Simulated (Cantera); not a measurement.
## Si2H6 + HCl + H2 (silicon epitaxy and polysilicon growth)

A closed system holds: 1 mol Si2H6, 2.4 mol HCl, 130 mol H2, held at 1 atm.

These are equilibrium values from Cantera (NASA tables, ideal gas, pure condensed phases), not measurements of a reactor. Candidate condensed phases: Si; 19 gas species. The feed counts by its element totals alone. The tables' values for SiCl3 are old estimates; treat these amounts as uncertain. Gases not in the tables: Si2H6 and higher silanes. Equilibrium is a limit: real reactors are often held back by kinetics, nucleation or transport.

```csv
T (°C),log p H2,log p HCl,log p SiHCl3,log p SiCl4,log p SiCl2,n Si(s),n Si(l)
650,0.00,-2.67,-2.56,-2.78,-5.18,1.35,0
750,0.00,-2.30,-2.65,-2.88,-4.36,1.46,0
850,0.00,-2.04,-2.83,-3.11,-3.76,1.61,0
950,0.00,-1.88,-3.16,-3.53,-3.38,1.77,0
1050,0.00,-1.82,-3.65,-4.17,-3.20,1.85,0
1150,0.00,-1.80,-4.18,-4.87,-3.12,1.87,0
1250,0.00,-1.79,-4.68,-5.52,-3.07,1.88,0
1350,0.00,-1.79,-5.12,-6.10,-3.04,1.87,0
1450,0.00,-1.79,-5.54,-6.64,-3.05,0,1.87
1550,0.00,-1.79,-5.95,-7.16,-3.10,0,1.88
```
log p: log10 of the partial pressure in bar; n: condensed amount in mol.

From 650 °C to 1350 °C the condensed part is Si(s). From 1450 °C to 1550 °C the condensed part is Si(l). The main Si-bearing gas is SiHCl3 at 650 °C and SiCl2 at 1550 °C. The share of Si in condensed phases is highest at 1550 °C (94.2 %) and lowest at 650 °C (67.3 %).
